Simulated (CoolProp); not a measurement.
A simple Rankine cycle with R22: condensing at 310.15 K, boiler at 3.45 MPa, turbine inlet 499 K, turbine efficiency 0.75, pump efficiency 0.7, no recuperator. Each further row changes one setting.

Model: reference Helmholtz-energy equation of state, Kamei 1995, in CoolProp.

```
case                             thermal efficiency (%)  net work (kJ/kg)  heat in (kJ/kg)  turbine exit temperature (K)  volume ratio over the turbine
-------------------------------  ----------------------  ----------------  ---------------  ----------------------------  -----------------------------
as stated                                           8.0              25.5              319                           [?]                            [?]
condensing temperature 302.15 K                     [?]              31.4              329                         446.4                           2.77
boiler pressure 2.42 MPa                            5.0              16.3              325                         473.5                           1.64
turbine efficiency 0.65                             6.8              21.8              319                         459.9                            [?]
```

Question: What belongs in the gaps?

Answer: 
- as stated, turbine exit temperature (K): 455.5
- as stated, volume ratio over the turbine: 2.29
- condensing temperature 302.15 K, thermal efficiency (%): 9.6
- turbine efficiency 0.65, volume ratio over the turbine: 2.32
